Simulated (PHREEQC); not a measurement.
A solution holds 0.26 mol/kgw HNO3 and 9.6e-05 mol/kgw KH2PO4, at 30 °C. Closed to the air; pH follows from the charge balance.

Computed with PHREEQC (ion-association model, wateq4f.dat).

Question: The ionic strength comes out as 0.260 mol/kgw. What activity coefficients do H2PO4-, H+, K+, NO3- get?

Answer: H2PO4- 0.73, H+ 0.79, K+ 0.69, NO3- 0.67.

This is a speciation only: nothing precipitates in the calculation. Complexes and solids missing from the database can't appear. H3PO4, which wateq4f.dat lacks, is added to it with the constant of phreeqc.dat.
